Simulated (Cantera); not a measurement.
An isothermal, constant-pressure homogeneous reactor starts with CH4 : H2O : H2 = 1 : 2.2 : 0.51 (molar parts), at 1923 K and 0.138 atm.

Detailed kinetics in Cantera: GRI-Mech 3.0 (53 species, 325 reactions).

x: mole fraction; the columns are a selection and need not sum to one.

```tsv
t (s)	x CH4	x H2O	x H2	x C2H	x CH2CO	x HCO	x CH3
2.00e-5	0.268	0.593	0.138	<1e-12	<1e-12	1.93e-10	0.00116
6.44e-5	0.265	0.592	0.139	1.03e-10	8.07e-10	1.48e-8	0.00363
0.000207	0.244	0.585	0.155	4.15e-8	8.79e-7	4.73e-7	0.00917
0.000668	0.152	0.540	0.254	1.40e-6	7.22e-5	7.90e-7	0.00836
0.00215	0.0632	0.484	0.365	3.24e-6	0.000161	4.08e-7	0.00383
0.00692	0.0215	0.434	0.434	4.09e-6	0.000160	2.09e-7	0.00153
0.0223	0.0123	0.361	0.496	2.98e-6	9.47e-5	1.22e-7	0.000878
0.0718	0.00770	0.271	0.566	1.20e-6	3.06e-5	6.46e-8	0.000503
0.231	0.00245	0.210	0.615	1.57e-7	3.38e-6	3.02e-8	0.000151
0.744	___	0.198	0.625	1.15e-10	___	1.94e-8	___
2.40	2.70e-10	0.198	0.625	<1e-12	<1e-12	1.95e-8	1.72e-11
7.72	2.70e-10	0.198	0.625	<1e-12	<1e-12	1.95e-8	1.72e-11
24.8	2.70e-10	0.198	0.625	<1e-12	<1e-12	1.95e-8	1.72e-11
80.0	2.70e-10	0.198	0.625	<1e-12	<1e-12	1.95e-8	1.72e-11
```

**Question.** Fill in the missing entries.

**Answer.** 
- 0.744, x CH4: 1.52e-5
- 0.744, x CH2CO: 3.23e-9
- 0.744, x CH3: 9.59e-7
